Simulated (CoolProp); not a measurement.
Computed with CoolProp (reference Helmholtz-energy equation of state, Lemmon 2006). It is a short technical equation, of lower accuracy than the large ones.

Problem. Give the vapour pressure (MPa), liquid density (kg/m³), vapour density (kg/m³), enthalpy of vaporisation (kJ/kg) of saturated carbonyl sulfide at 303.2, 307.1, 315 K.

Solution. 
```json
[
 {"T (K)": "303.2", "p (MPa)": "1.45", "liquid density (kg/m³)": "975", "vapour density (kg/m³)": "42.1", "enthalpy of vaporisation (kJ/kg)": "239"},
 {"T (K)": "307.1", "p (MPa)": "1.59", "liquid density (kg/m³)": "963", "vapour density (kg/m³)": "46.3", "enthalpy of vaporisation (kJ/kg)": "235"},
 {"T (K)": "315", "p (MPa)": "1.90", "liquid density (kg/m³)": "938", "vapour density (kg/m³)": "55.8", "enthalpy of vaporisation (kJ/kg)": "224"}
]
```
